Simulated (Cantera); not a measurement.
## Premixed flame

A freely propagating, adiabatic, planar premixed flame of H2 : O2 : N2 = 1 : 0.515 : 1.49 (molar parts), unburnt at 350 K and 41000 Pa; multicomponent transport, grid criteria slope 0.08 and curve 0.16, no radiation.

Computed with Cantera and the H2/O2 subset of GRI-Mech 3.0, which has no nitrogen chemistry. Burning velocities carry a grid error of a few per cent, more on coarse grids.

| z (mm) | T (K) | u (m/s) | x H2 | x O2 | x O | x HO2 | x OH | x H |
|---|---|---|---|---|---|---|---|---|
| -3.38 | 350 | 3.48 | 0.333 | 0.171 | <1e-8 | <1e-8 | <1e-8 | <1e-8 |
| -2.25 | 350 | 3.48 | 0.333 | 0.171 | <1e-8 | <1e-8 | <1e-8 | <1e-8 |
| -1.69 | 350 | 3.48 | 0.333 | 0.171 | <1e-8 | <1e-8 | <1e-8 | <1e-8 |
| -1.13 | 350 | 3.48 | 0.333 | 0.171 | <1e-8 | <1e-8 | <1e-8 | <1e-8 |
| -0.564 | 354 | 3.52 | 0.331 | 0.172 | 4.67e-7 | 3.20e-5 | 3.05e-6 | 1.39e-6 |
| -0.282 | 605 | 5.85 | 0.298 | 0.168 | 0.000161 | 0.000198 | 0.00118 | 0.00447 |
| 0 | 1127 | 10.4 | 0.174 | 0.125 | 0.00584 | 5.90e-5 | 0.00328 | 0.0432 |
| 0.282 | 1466 | 13.4 | 0.0702 | 0.0574 | 0.0148 | 2.34e-5 | 0.0106 | 0.0714 |
| 0.564 | 1620 | 14.7 | 0.0529 | 0.0408 | 0.0162 | 1.44e-5 | 0.0147 | 0.0674 |
| 1.13 | 1781 | 16.0 | 0.0518 | 0.0356 | 0.0150 | 1.03e-5 | 0.0183 | 0.0543 |
| 2.25 | 1957 | 17.4 | 0.0503 | 0.0313 | 0.0125 | 7.22e-6 | 0.0211 | 0.0400 |
| 4.51 | 2128 | 18.6 | 0.0462 | 0.0269 | 0.00955 | 4.94e-6 | 0.0226 | 0.0275 |
| 9.02 | 2286 | 19.8 | 0.0399 | 0.0226 | 0.00668 | 3.58e-6 | 0.0222 | 0.0175 |
x: mole fraction of selected species; z is measured from the peak of heat release.

```yaml
laminar_burning_velocity: 348 cm/s
thermal_thickness: 1.13 mm
peak x(O): 0.0162
peak x(HO2): 0.000322
peak x(OH): 0.0226
peak x(H): 0.0718
```
